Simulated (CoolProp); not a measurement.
Properties of decamethyltetrasiloxane (MD2M) along the isobar 0.101 MPa.

Computed with CoolProp (reference Helmholtz-energy equation of state, Thol 2017).

```
T (K)   phase        Z  isothermal compressibility (1/MPa)
-----  ------  -------  ----------------------------------
412.4  liquid  0.01250                                 [?]
433.3  liquid      [?]                            0.005854
454.1  liquid  0.01215                            0.007624
474.9     gas   0.9308                                 [?]
495.8     gas   0.9411                               10.56
516.6     gas   0.9495                               10.45
537.5     gas      [?]                               10.37
558.3     gas   0.9622                               10.30
579.2     gas      [?]                               10.25
600       gas      [?]                                 [?]
```

Question: Complete the blanks.

Answer: 
- 412.4, isothermal compressibility (1/MPa): 0.004612
- 433.3, Z: 0.01229
- 474.9, isothermal compressibility (1/MPa): 10.70
- 537.5, Z: 0.9564
- 579.2, Z: 0.9671
- 600, Z: 0.9712
- 600, isothermal compressibility (1/MPa): 10.20
